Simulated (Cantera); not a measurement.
## Chlorosilane synthesis and conversion: SiCl₄ + HCl + H₂

Charge: 1 mol SiCl₄, 1.6 mol HCl, 0.95 mol H₂, equilibrated at 698.15 K and 975 Torr.

These are equilibrium values from Cantera (NASA tables, ideal gas, pure condensed phases), not measurements of a reactor. Candidate condensed phases: Si; 19 gas species. Kinetics and transport are ignored.

- x(HCl): 0.451
- x(SiCl₄): 0.282
- x(H₂): 0.268
- x(SiHCl₃): 3.31e-5
- gas amount: 3.550 mol
- log10 activity of Si(s) (absent): -13.52
